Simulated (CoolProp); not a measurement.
Properties of the fluoroketone C6F12O (FK-5-1-12) at several states (Tc = 441.8 K, pc = 1869 kPa, ω = 0.471).

Values from CoolProp's reference Helmholtz-energy equation of state, McLinden 2015.

```csv
T (K),p (kPa),phase,density (kg/m³),cv (kJ/(kg K)),Joule-Thomson coefficient (K/MPa),isothermal compressibility (1/MPa),expansivity (1/kK),fugacity coefficient
321.1,1570,liquid,1540,0.9003,-0.2011,0.004025,2.038,(withheld)
180.9,3730,liquid,1932,0.9141,-0.3394,(withheld),1.388,1.311e-6
498.7,32.9,gas,2.518,1.037,5.603,30.51,2.035,0.9961
444.7,89,gas,7.734,(withheld),7.968,11.42,2.389,0.9838
225.2,171,liquid,1807,0.8783,-0.3353,0.001255,1.487,0.002928
```

Problem. Fill in the missing entries.

Solution. 
- 321.1, fugacity coefficient: 0.06547
- 180.9, isothermal compressibility (1/MPa): 0.0007926
- 444.7, cv (kJ/(kg K)): 0.9808
